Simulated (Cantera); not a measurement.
What does this Cantera script print?

```python
import numpy as np
import cantera as ct

gas_names = [...]  # 76 gases of nasa_gas.yaml made of C, H
cond_names = """
    C(gr) C6H6(L) C7H8(L) C8H18(L),n-octa
""".split()


# ... load() reads the species with a 1 bar reference pressure and builds the phases ...
atoms = {
    'C3H8': {'C': 3, 'H': 8},
    'H2': {'H': 2},
}
top_T = {'C(gr)': 4500}  # K; cautious upper limits of use, not melting points


# ... equilibrate(T, P, feed) seeds the gas with the atoms and calls Mixture.equilibrate('TP', solver="vcs", rtol=1e-11, max_steps=5000) ...
results = []
feed = {'C3H8': 1, 'H2': 39}  # mol
T = 1623.15  # K
P = 133.322  # Pa
mix = equilibrate(T, P, feed)
results.append((T, P, feed, dict(zip(mix.species_names, mix.species_moles))))
x = sorted(zip(gas.X, gas.species_names), reverse=True)
print(f"T = {T:g} K  P = {P:g} Pa  gas = {mix.phase_moles(0):.4g} mol")
print("   x: " + "  ".join(f"{s} {v:.3e}" for v, s in x if v > 1e-05))
print("   condensed (mol): " + ("  ".join(f"{mix.phase(i).name} {mix.phase_moles(i):.4g}"
      for i in range(1, mix.n_phases) if mix.phase_moles(i) > 1e-12) or "none"))
```

It prints:

```
T = 1623.15 K  P = 133.322 Pa  gas = 43.04 mol
   x: H2 9.981e-01  H 1.894e-03  C2H2,acetylene 3.483e-05
   condensed (mol): C(gr) 2.997
```

Cantera equilibrium calculation (NASA polynomials, part measured and part estimated; ideal gas, pure solids and liquids).
